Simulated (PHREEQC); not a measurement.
**Polishing slurry liquid: an equilibrium model**

Make-up at 25 °C: 0.14 mol NH3, 0.026 mol K2SO4 and 0.0077 mol KH2PO4 per kg of water. Closed to the air; pH follows from the charge balance.

Model: ion-association model, phreeqc.dat, run in PHREEQC.

This is a speciation only: nothing precipitates in the calculation.

### Question
Estimate the pH.

### Answer
pH 10.60.

### Question
In which forms is P present?

### Answer
HPO4-2 90 %, PO4-3 6.3 %, KHPO4- 3.7 % of the P.

Complexes and solids missing from the database can't appear.
